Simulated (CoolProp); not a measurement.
Vapour pressure (bar) of hydrogen sulfide: the reference equation beside estimates from Tc = 373.1 K, pc = 89.99 bar, ω = 0.101. Clausius-Clapeyron is anchored at 238.2 K with a constant enthalpy of vaporisation of 17.55 kJ/mol.

Computed with CoolProp (reference Helmholtz-energy equation of state, Lemmon 2006). It is a short technical equation, of lower accuracy than the large ones.

```tsv
T (K)	reference	Lee-Kesler	Clausius-Clapeyron	van der Waals	Redlich-Kwong	Soave-Redlich-Kwong	Peng-Robinson
219.7	1.416	1.401	1.492	7.009	1.509	1.401	1.440
224.3	1.751	1.735	1.817	7.906	1.881	1.734	1.775
228.9	2.145	2.128	2.196	8.879	2.319	2.126	2.167
233.5	2.604	2.587	2.633	9.929	2.831	2.584	2.625
238.2	3.147	3.131	3.147	11.09	3.437	3.127	3.166
242.8	3.759	3.744	3.722	12.30	4.119	3.739	3.775
247.4	4.457	4.445	4.375	13.60	4.896	4.439	4.470
252	5.250	5.241	5.113	14.99	5.776	5.235	5.258
256.6	6.144	6.139	5.941	16.48	6.767	6.134	6.148
261.2	7.148	7.147	6.867	18.05	7.876	7.145	7.147
265.9	8.295	8.299	7.921	19.76	9.139	8.302	8.288
270.5	9.544	9.553	9.066	21.52	10.51	9.563	9.533
275.1	10.93	10.94	10.33	23.39	12.02	10.96	10.91
279.7	12.45	12.47	11.72	25.36	13.68	12.51	12.44
284.3	14.13	14.15	13.24	27.44	15.49	14.21	14.11
```

Absolute difference from the reference over all 15 rows, mean and median: Lee-Kesler 0.4 and 0.2 %, Clausius-Clapeyron 3.5 and 3.8 %, van der Waals 207.2 and 185.5 %, Redlich-Kwong 9.3 and 9.8 %, Soave-Redlich-Kwong 0.5 and 0.5 %, Peng-Robinson 0.5 and 0.2 %.
